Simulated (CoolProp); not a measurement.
Vapour-liquid equilibrium of benzene (1) + o-xylene (2) at 0.428 MPa; x and y are mole fractions of (1).

The numbers come from the multi-fluid Helmholtz-energy mixture model, Thol 2012 and Zhou 2012; pair parameters Bell 2016 in CoolProp.

```json
[
 {"x": "0.05", "bubble temperature, mixture model (°C)": "203.1", "bubble temperature, Raoult's law (°C)": "201.5", "y, mixture model": "0.133", "y, Raoult's law": "0.172"},
 {"x": "0.15", "bubble temperature, mixture model (°C)": "191.6", "bubble temperature, Raoult's law (°C)": "189.2", "y, mixture model": "0.373", "y, Raoult's law": "0.422"},
 {"x": "0.25", "bubble temperature, mixture model (°C)": "180.4", "bubble temperature, Raoult's law (°C)": "179.0", "y, mixture model": "0.560", "y, Raoult's law": "0.590"},
 {"x": "0.35", "bubble temperature, mixture model (°C)": "170.4", "bubble temperature, Raoult's law (°C)": "170.4", "y, mixture model": "0.693", "y, Raoult's law": "0.707"},
 {"x": "0.45", "bubble temperature, mixture model (°C)": "162.1", "bubble temperature, Raoult's law (°C)": "163.0", "y, mixture model": "0.784", "y, Raoult's law": "0.792"},
 {"x": "0.55", "bubble temperature, mixture model (°C)": "155.2", "bubble temperature, Raoult's law (°C)": "156.6", "y, mixture model": "0.847", "y, Raoult's law": "0.854"},
 {"x": "0.65", "bubble temperature, mixture model (°C)": "149.7", "bubble temperature, Raoult's law (°C)": "150.9", "y, mixture model": "0.893", "y, Raoult's law": "0.902"},
 {"x": "0.75", "bubble temperature, mixture model (°C)": "145.0", "bubble temperature, Raoult's law (°C)": "145.9", "y, mixture model": "0.928", "y, Raoult's law": "0.938"},
 {"x": "0.85", "bubble temperature, mixture model (°C)": "141.0", "bubble temperature, Raoult's law (°C)": "141.4", "y, mixture model": "0.958", "y, Raoult's law": "0.967"},
 {"x": "0.95", "bubble temperature, mixture model (°C)": "137.3", "bubble temperature, Raoult's law (°C)": "137.3", "y, mixture model": "0.986", "y, Raoult's law": "0.990"}
]
```

The largest gap from Raoult's law is +2.4 K in bubble temperature, at x = 0.15. No azeotrope shows between x = 0.05 and 0.95.

Pair parameters are fitted to limited data, so mixtures are less certain than the pure fluids. The gap from Raoult's law changes sign with composition, which may be real or a fault of the pair parameters; it wasn't checked against measurements.
